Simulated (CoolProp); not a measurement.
The numbers come from the reference Helmholtz-energy equation of state, Marx 1992 in CoolProp.

Question: Give the vapour pressure (kPa), liquid density (kg/m³), vapour density (kg/m³), surface tension (mN/m) of saturated R113 at 392.2, 428 K.

Answer: 
```csv
T (K),p (kPa),liquid density (kg/m³),vapour density (kg/m³),surface tension (mN/m)
392.2,667,1310,45.5,7.32
428,1330,1180,94.8,4.07
```

Surface tension comes from a separate correlation (Mulero 2012).
